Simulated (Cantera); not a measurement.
A diamond (100) surface in a fixed gas of H2 with x(CH4) = 0.0044, x(H) = 0.009, x(CH3) = 1.9e-05, at 1000 K; coverages are run to steady state.

Computed with Cantera and the Harris–Goodwin 1993 mechanism for the reconstructed diamond (100) surface.

θ: site fractions in the mechanism's names (c6HH fully hydrogenated, c6H* and c6*H radical sites, c6** diradical, c6HM methylated).

```
P (Pa)  growth (µm/h)  θ c6HH  θ c6H*  θ c6*H   θ c6**   θ c6HM
------  -------------  ------  ------  ------  -------  -------
880                 ?   0.596  0.0183   0.374  0.00974  0.00103
1300                ?   0.596  0.0183   0.374  0.00974  0.00106
1900                ?   0.596  0.0183   0.374  0.00974  0.00109
2900                ?   0.596  0.0183   0.374  0.00974  0.00111
4200                ?   0.596  0.0184   0.374  0.00975  0.00112
6300                ?   0.596  0.0184   0.374  0.00975  0.00113
9300                ?   0.596  0.0185   0.374  0.00976  0.00114
14000               ?   0.596  0.0185   0.374  0.00977  0.00114
```

Q: Complete the blanks.

A: 
- 880, growth (µm/h): 0.0794
- 1300, growth (µm/h): 0.121
- 1900, growth (µm/h): 0.182
- 2900, growth (µm/h): 0.282
- 4200, growth (µm/h): 0.413
- 6300, growth (µm/h): 0.625
- 9300, growth (µm/h): 0.927
- 14000, growth (µm/h): 1.40
